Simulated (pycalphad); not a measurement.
Effect of Si content in Al-Si-Mg

Computed with pycalphad from the COST 507 light-alloy database (1999), at 1 atm. The database dates from 1999; later assessments differ in places, in temperatures and in the compounds included. Amounts are mole fractions of atoms.

```json
[
 {"alloy": "Al-0.3958Si-0.667Mg (wt.%)", "liquidus (K)": "928", "first solid": "fcc", "solidus (K)": "896", "phases at 610 K": "fcc 0.99, MG2SI 0.01"},
 {"alloy": "Al-0.7914Si-0.6669Mg (wt.%)", "liquidus (K)": "926", "first solid": "fcc", "solidus (K)": "869", "phases at 610 K": "fcc 0.99, MG2SI 0.01, diamond (Si) under 0.01"},
 {"alloy": "Al-1.582Si-0.6667Mg (wt.%)", "liquidus (K)": "(withheld)", "first solid": "fcc", "solidus (K)": "831", "phases at 610 K": "(withheld)"},
 {"alloy": "Al-2.373Si-0.6665Mg (wt.%)", "liquidus (K)": "916", "first solid": "fcc", "solidus (K)": "831", "phases at 610 K": "fcc 0.97, diamond (Si) 0.02, MG2SI 0.01"}
]
```

Problem. What belongs in the gaps?

Solution. 
- Al-1.582Si-0.6667Mg (wt.%), liquidus (K): 921
- Al-1.582Si-0.6667Mg (wt.%), phases at 610 K: fcc 0.98, diamond (Si) 0.01, MG2SI 0.01

Database names, with the compositions (at.%) that they take in these runs: MG2SI: Mg 67 Si 33.
